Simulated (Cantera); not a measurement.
Charge: 1 mol CH₃OH, 13 mol H₂, equilibrated at 2173 K and 1 atm.

Method: chemical equilibrium by Gibbs-energy minimisation in Cantera with the NASA 1993 tables (ideal gas, pure condensed phases). Candidate condensed phases: C, C₆H₆, C₇H₈, C₈H₁₈, H₂O; 110 gas species. Rates play no part.

Base state: H₂ 0.933, CO 0.0623, H 0.00463, H₂O 4.65e-5, CH₄ 1.94e-5, C₂H₂ (acetylene) 1.29e-5 (mole fractions); condensed: gas only.

Q: What changes in the equilibrium state with this change: pressure from 1 atm to 10.0 mbar?

A: 
```
species   before    after
-------  -------  -------
H₂         0.933    0.893
CO        0.0623   0.0611
H        0.00463   0.0456
CH₄      1.94e-5  4.50e-8
H₂O      4.65e-5  1.68e-6
```
